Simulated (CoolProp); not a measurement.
A single-stage vapour-compression cycle with c-C4F8 (RC318): evaporating at 297.15 K (dew point), condensing at 353.15 K (bubble point), superheat 8 K, subcooling 8 K, compressor efficiency 0.85, no pressure losses. Each further row changes one setting.

Computed with CoolProp (reference Helmholtz-energy equation of state, Platzer 1990). This equation is an older, rougher fit; its heat capacities, sound speeds and derivatives of the liquid may be far off and weren't checked against measurements.

```csv
case,cooling COP,pressure ratio,discharge temperature (K),refrigerating effect (kJ/kg),volumetric capacity (kJ/m³)
as stated,2.92,4.44,353.1,54.7,1430
evaporating temperature 302.15 K,3.45,3.79,353.1,58.1,1770
condensing temperature 348.15 K,3.48,3.97,348.1,60.9,1590
subcooling 13 K,3.26,4.44,353.1,61.0,1600
superheat 18 K,3.14,4.44,353.7,63.0,1580
compressor efficiency 0.75,2.58,4.44,353.1,54.7,1430
```

The compression ends wet for: as stated; evaporating temperature 302.15 K; condensing temperature 348.15 K; subcooling 13 K; compressor efficiency 0.75.
